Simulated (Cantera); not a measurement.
Cantera run, input and output.

```python
import numpy as np
import cantera as ct

gas = ct.Solution("gri30.yaml")
gas.TPX = 625, 61000, {'CH4': 1, 'C2H6': 1.2, 'C3H8': 0.53, 'O2': 11.8, 'N2': 44.4}
inlet = ct.Reservoir(gas, clone=True)
gas.equilibrate("HP")  # start burning
reactor = ct.IdealGasConstPressureReactor(gas, energy="on", clone=False)
exhaust = ct.Reservoir(gas, clone=True)
tau = [0.31, 0.12, 0.049, 0.019, 0.0077, 0.0031, 0.0012, 0.00048, 0.00019, 7.6e-05, 3e-05, 1.2e-05, 4.8e-06][0]
for a, b in ((inlet, reactor), (reactor, exhaust)):
    ct.MassFlowController(a, b, mdot=lambda t: reactor.mass / tau)
net = ct.ReactorNet([reactor])
show = ['CH4', 'C2H6', 'C3H8', 'CO2', 'CH2O']

rows = []
print(f"{'tau/s':>10s}{'T/K':>9s}" + "".join(f"{s:>11s}" for s in show))
for tau in [0.31, 0.12, 0.049, 0.019, 0.0077, 0.0031, 0.0012, 0.00048, 0.00019, 7.6e-05, 3e-05, 1.2e-05, 4.8e-06]:
    net.initial_time = 0.0
    net.advance(30 * tau)
    before = gas.X
    net.advance(40 * tau)
    drift = np.max(np.abs(gas.X - before) / (gas.X + 1e-9))
    rows.append([gas.T, *gas[show].X, drift])
    print(f"{tau:10.3e}{gas.T:9.1f}" + "".join(f"{x:11.3e}" for x in gas[show].X))
```

It prints:

```
     tau/s      T/K        CH4       C2H6       C3H8        CO2       CH2O
 3.100e-01   2164.5  3.534e-07  5.287e-08  2.593e-08  8.017e-02  1.693e-07
 1.200e-01   2159.0  7.971e-07  1.302e-07  6.302e-08  7.959e-02  3.929e-07
 4.900e-02   2145.4  1.585e-06  2.958e-07  1.394e-07  7.848e-02  8.100e-07
 1.900e-02   2118.0  3.074e-06  6.768e-07  3.043e-07  7.638e-02  1.639e-06
 7.700e-03   2078.0  5.755e-06  1.446e-06  6.157e-07  7.348e-02  3.171e-06
 3.100e-03   2025.1  1.126e-05  3.086e-06  1.245e-06  6.984e-02  6.293e-06
 1.200e-03   1959.3  2.431e-05  6.962e-06  2.685e-06  6.542e-02  1.337e-05
 4.800e-04   1888.7  5.638e-05  1.629e-05  6.101e-06  6.014e-02  2.942e-05
 1.900e-04   1809.5  1.567e-04  4.475e-05  1.652e-05  5.172e-02  7.408e-05
 7.600e-05    625.0  1.697e-02  2.036e-02  8.994e-03 -9.454e-16 -1.143e-16
 3.000e-05    625.0  1.697e-02  2.036e-02  8.994e-03  1.378e-19  1.668e-20
 1.200e-05    625.0  1.697e-02  2.036e-02  8.994e-03  4.572e-22  5.927e-23
 4.800e-06    625.0  1.697e-02  2.036e-02  8.994e-03  1.591e-23  2.682e-24
```

Detailed kinetics in Cantera: GRI-Mech 3.0 (53 species, 325 reactions). GRI-Mech 3.0 was tuned for natural gas; its chemistry of propane as a main component is partial and can be far from experiment.
